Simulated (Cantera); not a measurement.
## Ammonia decomposition in nitride growth gas

An isothermal, constant-pressure homogeneous reactor starts with 15.4 % NH3, 84.6 % N2, at 1475 K and 0.0267 bar.

Model: the gas-phase N/H chemistry of the illustrative SiF4/NH3 mechanism in the Surface Chemkin manual (1991), integrated in Cantera. Walls and surfaces, which speed up NH3 decomposition in real reactors, are not modelled.

```json
[
 {"t (s)": "6.00e-5", "x NH3": "0.154", "x N2H2": "<1e-12", "x H2": "5.08e-10", "x N2H4": "<1e-12", "x NH2": "1.57e-9", "x H": "5.51e-10"},
 {"t (s)": "0.000196", "x NH3": "0.154", "x N2H2": "<1e-12", "x H2": "2.76e-9", "x N2H4": "<1e-12", "x NH2": "6.22e-9", "x H": "7.06e-10"},
 {"t (s)": "0.000642", "x NH3": "0.154", "x N2H2": "<1e-12", "x H2": "1.06e-8", "x N2H4": "<1e-12", "x NH2": "2.19e-8", "x H": "7.12e-10"},
 {"t (s)": "0.00210", "x NH3": "0.154", "x N2H2": "<1e-12", "x H2": "3.63e-8", "x N2H4": "<1e-12", "x NH2": "7.34e-8", "x H": "7.12e-10"},
 {"t (s)": "0.00687", "x NH3": "0.154", "x N2H2": "5.88e-12", "x H2": "1.21e-7", "x N2H4": "<1e-12", "x NH2": "2.42e-7", "x H": "7.12e-10"},
 {"t (s)": "0.0225", "x NH3": "0.154", "x N2H2": "8.24e-11", "x H2": "3.97e-7", "x N2H4": "2.63e-12", "x NH2": "7.92e-7", "x H": "7.18e-10"},
 {"t (s)": "0.0735", "x NH3": "0.154", "x N2H2": "9.91e-10", "x H2": "1.35e-6", "x N2H4": "2.89e-11", "x NH2": "2.59e-6", "x H": "7.89e-10"},
 {"t (s)": "0.240", "x NH3": "0.154", "x N2H2": "1.16e-8", "x H2": "6.43e-6", "x N2H4": "3.12e-10", "x NH2": "8.47e-6", "x H": "1.69e-9"},
 {"t (s)": "0.786", "x NH3": "0.154", "x N2H2": "1.19e-7", "x H2": "9.34e-5", "x N2H4": "3.02e-9", "x NH2": "2.64e-5", "x H": "1.68e-8"},
 {"t (s)": "2.57", "x NH3": "0.153", "x N2H2": "2.71e-7", "x H2": "0.00117", "x N2H4": "6.51e-9", "x NH2": "3.87e-5", "x H": "1.57e-7"},
 {"t (s)": "8.41", "x NH3": "0.150", "x N2H2": "2.48e-7", "x H2": "0.00502", "x N2H4": "5.31e-9", "x NH2": "3.50e-5", "x H": "5.61e-7"},
 {"t (s)": "27.5", "x NH3": "0.142", "x N2H2": "1.96e-7", "x H2": "0.0157", "x N2H4": "3.78e-9", "x NH2": "2.95e-5", "x H": "1.53e-6"},
 {"t (s)": "90.0", "x NH3": "0.122", "x N2H2": "1.29e-7", "x H2": "0.0411", "x N2H4": "2.40e-9", "x NH2": "2.35e-5", "x H": "3.68e-6"}
]
```
x: mole fraction; the columns are a selection and need not sum to one.

Equilibrium at this temperature and pressure: NH3 1.40e-7, N2H2 <1e-12, H2 0.200, N2H4 <1e-12, NH2 5.43e-11, H 3.58e-5 (gas phase only).
